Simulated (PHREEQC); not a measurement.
A solution holds 3.2 mmol/kgw MgCl2, at 25 °C. Closed to the air; pH follows from the charge balance.

The numbers come from PHREEQC with the ion-association model, phreeqc.dat.

No solid was allowed to form.

Problem. Predict the specific conductance.

Solution. specific conductance 750 µS/cm.

Complexes and solids missing from the database can't appear.
